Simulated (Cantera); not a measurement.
Input: 1 mol Ca(OH)2, 3 mol CO2, held at 15.0 Pa.

Cantera equilibrium calculation (NASA polynomials, part measured and part estimated; ideal gas, pure solids and liquids). Candidate condensed phases: C, C6H6, C7H8, C8H18, Ca, CaCO3, CaO, Ca(OH)2, H2O; 115 gas species. Rates play no part.

Task: At 802 °C, list the 3 most abundant gas species with their mole fractions, and the condensed phases.

Result: CO2 0.750, H2O 0.250, CO 1.33e-5. Condensed: CaO(s).
